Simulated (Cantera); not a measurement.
Cantera run:

```python
import numpy as np
import cantera as ct

gas_names = """
    CL CL2 H HCL H2 N NH NH2 NH3 N2 N2H2 N2H4 Si SiCL SiCL2 SiCL3 SiCL4 SiH SiHCL3 SiH2 SiH2CL2 SiH3
    SiH3CL SiH4 SiN Si2 Si2N Si3
""".split()
cond_names = """
    NH4CL(a) NH4CL(b) Si(cr) Si(L) Si3N4(a)
""".split()


# ... load() reads the species with a 1 bar reference pressure and builds the phases ...
atoms = {
    'SiHCl3': {'Si': 1, 'H': 1, 'CL': 3},
    'Cl2': {'CL': 2},
    'N2': {'N': 2},
}
top_T = {'Si3N4(a)': 2400}  # K; cautious upper limits of use, not melting points


# ... equilibrate(T, P, feed) seeds the gas with the atoms and calls Mixture.equilibrate('TP', solver="vcs", rtol=1e-11, max_steps=5000) ...
results = []
feed = {'SiHCl3': 1, 'Cl2': 0.07, 'N2': 15}  # mol
T = 1323  # K
P = 11000  # Pa
mix = equilibrate(T, P, feed)
results.append((T, P, feed, dict(zip(mix.species_names, mix.species_moles))))
x = sorted(zip(gas.X, gas.species_names), reverse=True)
print(f"T = {T:g} K  P = {P:g} Pa  gas = {mix.phase_moles(0):.4g} mol")
print("   x: " + "  ".join(f"{s} {v:.3e}" for v, s in x if v > 0.001))
print("   condensed (mol): " + ("  ".join(f"{mix.phase(i).name} {mix.phase_moles(i):.4g}"
      for i in range(1, mix.n_phases) if mix.phase_moles(i) > 1e-12) or "none"))
```

It prints:

```
T = 1323 K  P = 11000 Pa  gas = 16.24 mol
   x: N2 9.065e-01  HCL 5.367e-02  SiCL4 3.266e-02  H2 3.888e-03  SiCL3 2.293e-03
   condensed (mol): Si3N4(a) 0.1387
```

Equilibrium computed with Cantera from the NASA thermochemical tables; the gas is ideal and each condensed phase is pure. N2 is the only nitrogen source here; it is nearly inert below about 1500 K, so the nitride shown seldom forms there in practice. The tables' values for SiCl3 are old estimates; treat these amounts as uncertain.
